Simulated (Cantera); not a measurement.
A Cantera script and what it prints.

```python
import numpy as np
import cantera as ct

gas_names = """
    CL CL2 H HCL H2 Si SiCL SiCL2 SiCL3 SiCL4 SiH SiHCL3 SiH2 SiH2CL2 SiH3 SiH3CL SiH4 Si2 Si3
""".split()
cond_names = """
    Si(cr) Si(L)
""".split()


# ... load() reads the species with a 1 bar reference pressure and builds the phases ...
atoms = {
    'SiHCl3': {'Si': 1, 'H': 1, 'CL': 3},
    'Cl2': {'CL': 2},
    'H2': {'H': 2},
    'HCl': {'H': 1, 'CL': 1},
}
top_T = {}  # K; cautious upper limits of use, not melting points


# ... equilibrate(T, P, feed) seeds the gas with the atoms and calls Mixture.equilibrate('TP', solver="vcs", rtol=1e-11, max_steps=5000) ...
results = []
feed = {'SiHCl3': 1, 'Cl2': 0.0059, 'H2': 330, 'HCl': 1.8}  # mol
P = 1333.22  # Pa
for T in [923, 1023, 1123, 1223, 1323, 1423, 1523, 1623, 1723]:
    mix = equilibrate(T, P, feed)
    results.append((T, P, feed, dict(zip(mix.species_names, mix.species_moles))))

top = {s: max(r[3][s] / sum(r[3][g] for g in gas_names) for r in results) for s in gas_names}
cols = sorted((s for s in top if top[s] > 0.001), key=lambda s: -top[s])[:5]
seen = [c for c in cond_names if any(r[3].get(c, 0) > 1e-12 for r in results)]
print("log10 of partial pressures in bar; condensed amounts in mol")
print(f"{'T/K':>10s}" + "".join(f"{s[:9]:>10s}" for s in cols + seen))
for T, P, feed, n in results:
    ng = sum(n[g] for g in gas_names)
    print(f"{T:10.4g}" + "".join(f"{np.log10(max(n[s] / ng * P / 1e5, 1e-99)):10.3f}" for s in cols)
          + "".join(f"{n.get(c, 0):10.4g}" for c in seen))
```

Output:

```
log10 of partial pressures in bar; condensed amounts in mol
       T/K        H2       HCL         H     SiCL4    Si(cr)     Si(L)
       923    -1.879    -4.096   -10.551    -4.727    0.2082         0
      1023    -1.880    -3.834    -9.323    -5.236    0.6399         0
      1123    -1.881    -3.756    -8.311    -6.200     0.824         0
      1223    -1.881    -3.747    -7.462    -7.231    0.8404         0
      1323    -1.881    -3.748    -6.740    -8.136    0.8304         0
      1423    -1.881    -3.751    -6.118    -8.917    0.8172         0
      1523    -1.881    -3.753    -5.577    -9.595    0.8035         0
      1623    -1.881    -3.756    -5.101   -10.189    0.7855         0
      1723    -1.882    -3.756    -4.680   -10.734         0    0.7568
```

Cantera equilibrium calculation (NASA polynomials, part measured and part estimated; ideal gas, pure solids and liquids). The tables' values for SiCl3, SiCl are old estimates; treat these amounts as uncertain. Gases not in the tables: Si2H6 and higher silanes.
